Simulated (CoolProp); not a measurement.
Octamethyltrisiloxane (MDM) along the isobar 0.101 MPa: density (kg/m³) from the reference equation and from simpler models built on Tc = 292.2 °C, pc = 1.438 MPa, ω = 0.528; each cubic takes its own stable root.

Model: reference Helmholtz-energy equation of state, Thol 2017, in CoolProp.

| T (°C) | phase | reference | van der Waals | Soave-Redlich-Kwong |
|---|---|---|---|---|
| -18.45 | liquid | … | 487.3 | … |
| -1.35 | liquid | 841.5 | 479.6 | 745.4 |
| 15.75 | liquid | 824.6 | … | 735.2 |
| 32.85 | liquid | 807.5 | … | 724.2 |
| 50.05 | liquid | 790.0 | 454.4 | 712.3 |
| 67.15 | liquid | 772.3 | 9.100 | 699.4 |
| 84.25 | liquid | … | 8.591 | 685.4 |
| 101.35 | liquid | 735.5 | 8.139 | 670.2 |
| 118.55 | liquid | 716.1 | 7.734 | 653.4 |
| 135.65 | liquid | 696.0 | 7.372 | 635.1 |
| 169.85 | gas | 6.921 | 6.745 | 6.895 |
| 187.05 | gas | 6.599 | 6.470 | 6.585 |
| 204.15 | gas | 6.314 | 6.219 | 6.308 |
| 221.25 | gas | 6.057 | 5.988 | 6.055 |

What belongs in the gaps?


- -18.45, reference: 858.3
- -18.45, Soave-Redlich-Kwong: 754.8
- 15.75, van der Waals: 471.6
- 32.85, van der Waals: 463.2
- 84.25, reference: 754.1

At some of these states van der Waals gives the other phase, because its saturation line lies elsewhere.
